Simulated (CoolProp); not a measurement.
Dimethyl carbonate along the isobar 0.861 MPa: Z from the reference equation and from simpler models built on Tc = 557.0 K, pc = 4.909 MPa, ω = 0.346; each cubic takes its own stable root.

Values from CoolProp's reference Helmholtz-energy equation of state, Zhou 2011.

```
T (K)   phase  reference
-----  ------  ---------
430.7  liquid    0.02486
454.8     gas     0.8695
479       gas     0.8925
503.2     gas     0.9101
527.4     gas     0.9239
551.6     gas     0.9349
575.8     gas     0.9440
600       gas     0.9515
```

Problem. How far does each simpler model (van der Waals, Peng-Robinson) lie from the reference over these 8 states: mean and median of the absolute difference, and the worst?

Solution. 
- van der Waals: mean 438.8 %, median 1.8 %, worst +3497.7 % at 430.7 K and 0.861 MPa
- Peng-Robinson: mean 0.7 %, median 0.7 %, worst -0.9 % at 479 K and 0.861 MPa

At some of these states van der Waals gives the other phase, because its saturation line lies elsewhere.
